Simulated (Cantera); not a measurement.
Input (Python, Cantera) and output of one run.

```python
import numpy as np
import cantera as ct

gas_names = """
    B BCL BCL2 BCL3 BH BH2 BH3 BN B2 CL CL2 H HCL H2 N NH NH2 NH3 N2 N2H2 N2H4
""".split()
cond_names = """
    B(b) B(L) BN(s) NH4CL(a) NH4CL(b)
""".split()


# ... load() reads the species with a 1 bar reference pressure and builds the phases ...
atoms = {
    'BCl3': {'B': 1, 'CL': 3},
    'N2': {'N': 2},
    'NH3': {'N': 1, 'H': 3},
}
top_T = {'BN(s)': 3200}  # K; cautious upper limits of use, not melting points


# ... equilibrate(T, P, feed) seeds the gas with the atoms and calls Mixture.equilibrate('TP', solver="vcs", rtol=1e-11, max_steps=5000) ...
results = []
T = 1325  # K
P = 21000  # Pa
for m in [0.87, 1.1, 1.4, 1.8, 2.2, 2.8, 3.6, 4.6]:
    feed = {'BCl3': 1, 'N2': 0.29, 'NH3': m}  # mol
    mix = equilibrate(T, P, feed)
    results.append((T, P, feed, dict(zip(mix.species_names, mix.species_moles))))
    x = sorted(zip(gas.X, gas.species_names), reverse=True)
    print(f"T = {T:g} K  P = {P:g} Pa  n(NH3) = {m:g} mol  gas = {mix.phase_moles(0):.4g} mol")
    print("   x: " + "  ".join(f"{s} {v:.3e}" for v, s in x if v > 0.0001))
    print("   condensed (mol): " + ("  ".join(f"{mix.phase(i).name} {mix.phase_moles(i):.4g}"
          for i in range(1, mix.n_phases) if mix.phase_moles(i) > 1e-12) or "none"))
```

It prints:

```
T = 1325 K  P = 21000 Pa  n(NH3) = 0.87 mol  gas = 3.03 mol
   x: HCL 8.284e-01  N2 1.012e-01  BCL3 5.389e-02  H2 1.649e-02
   condensed (mol): BN(s) 0.8367
T = 1325 K  P = 21000 Pa  n(NH3) = 1.1 mol  gas = 3.49 mol
   x: HCL 8.334e-01  N2 1.018e-01  H2 5.607e-02  BCL3 8.724e-03
   condensed (mol): BN(s) 0.9695
T = 1325 K  P = 21000 Pa  n(NH3) = 1.4 mol  gas = 4.09 mol
   x: HCL 7.297e-01  H2 1.486e-01  N2 1.204e-01  BCL3 1.248e-03
   condensed (mol): BN(s) 0.9949
T = 1325 K  P = 21000 Pa  n(NH3) = 1.8 mol  gas = 4.89 mol
   x: HCL 6.125e-01  H2 2.459e-01  N2 1.413e-01  BCL3 3.202e-04
   condensed (mol): BN(s) 0.9984
T = 1325 K  P = 21000 Pa  n(NH3) = 2.2 mol  gas = 5.69 mol
   x: HCL 5.268e-01  H2 3.165e-01  N2 1.565e-01  BCL3 1.325e-04
   condensed (mol): BN(s) 0.9992
T = 1325 K  P = 21000 Pa  n(NH3) = 2.8 mol  gas = 6.89 mol
   x: HCL 4.353e-01  H2 3.919e-01  N2 1.727e-01
   condensed (mol): BN(s) 0.9996
T = 1325 K  P = 21000 Pa  n(NH3) = 3.6 mol  gas = 8.49 mol
   x: H2 4.594e-01  HCL 3.533e-01  N2 1.873e-01
   condensed (mol): BN(s) 0.9998
T = 1325 K  P = 21000 Pa  n(NH3) = 4.6 mol  gas = 10.49 mol
   x: H2 5.148e-01  HCL 2.860e-01  N2 1.992e-01
   condensed (mol): BN(s) 0.9999
```

These are equilibrium values from Cantera (NASA tables, ideal gas, pure condensed phases), not measurements of a reactor. Gases not in the tables: BHCl2.
